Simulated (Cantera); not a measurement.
## Silicon carbide growth: SiH2Cl2 + CH4 + H2

Input: 1 mol SiH2Cl2, a varied amount of CH4, 3.7 mol H2, held at 1750 K and 75.0 Torr.

Equilibrium computed with Cantera from the NASA thermochemical tables; the gas is ideal and each condensed phase is pure. Candidate condensed phases: C, C6H6, C7H8, C8H18, Si, SiC; 109 gas species. Mutual solubility and eutectic melting of coexisting phases are not modelled. The tables' values for SiCl3, SiCl are old estimates; treat these amounts as uncertain. Gases not in the tables: Si2H6 and higher silanes. The numbers say what is thermodynamically allowed, not how fast it happens.

```tsv
n(CH4) (mol)	log p H2	log p HCl	log p SiCl2	log p SiCl3	log p H	log p SiHCl3	log p SiCl4	log p Cl	n Si(l)	n SiC(s)	n C(graphite)
0.088	-1.12	-1.84	-2.03	-3.51	-4.19	-4.68	-4.74	-5.02	0.348	0.0880	0
0.12	-1.12	-1.84	-2.04	-3.52	-4.19	-4.68	-4.75	-5.03	0.319	0.120	0
0.15	-1.12	-1.84	-2.05	-3.53	-4.19	-4.69	-4.76	-5.03	0.290	0.150	0
0.2	-1.12	-1.85	-2.06	-3.54	-4.19	-4.71	-4.78	-5.03	0.244	0.200	0
0.26	-1.11	-1.85	-2.07	-3.56	-4.19	-4.72	-4.80	-5.04	0.187	0.260	0
0.34	-1.11	-1.86	-2.08	-3.58	-4.19	-4.74	-4.83	-5.05	0.112	0.340	0
0.44	-1.11	-1.86	-2.10	-3.61	-4.19	-4.77	-4.87	-5.06	0.0183	0.440	0
0.57	-1.11	-1.78	-2.22	-3.65	-4.19	-4.81	-4.82	-4.97	0	0.570	0
0.75	-1.12	-1.69	-2.48	-3.81	-4.19	-4.97	-4.88	-4.87	0	0.750	0
0.98	-1.13	-1.60	-3.28	-4.52	-4.20	-5.68	-5.50	-4.79	0	0.957	0.0215
```
log p: log10 of the partial pressure in bar; n: condensed amount in mol.

From 0.088 mol CH4 to 0.44 mol CH4 the condensed part is Si(l) + SiC(s). From 0.57 mol CH4 to 0.75 mol CH4 the condensed part is SiC(s). At 0.98 mol CH4 the condensed part is C(graphite) + SiC(s). The main Si-bearing gas is SiCl2 throughout. The share of Si in condensed phases is highest at 0.98 mol CH4 (95.7 %) and lowest at 0.088 mol CH4 (43.6 %).
